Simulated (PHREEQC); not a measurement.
Make-up at 25 °C: 0.021 mol/kgw H2SO4 and 0.00039 mol/kgw KCl. Closed to the air; pH follows from the charge balance.

All values are PHREEQC results (ion-association model, phreeqc.dat), not measurements.

| Item | Result |
|---|---|
| pH | 1.59 |
| ionic strength | 0.0384 mol/kgw |
| specific conductance | 10800 µS/cm |
| total alkalinity | -42.0 meq/kg |

| species | molality | activity | log γ |
|---|---|---|---|
| H+ | 0.0295 | 0.0255 | -0.063 |
| HSO4- | 0.0125 | 0.0104 | -0.078 |
| SO4-2 | 0.00849 | 0.00422 | -0.304 |
| Cl- | 0.000390 | 0.000324 | -0.080 |
| K+ | 0.000379 | 0.000315 | -0.081 |
| KSO4- | 1.10e-5 | 9.32e-6 | -0.074 |

No solid was allowed to form. Species that the database lacks are ignored.
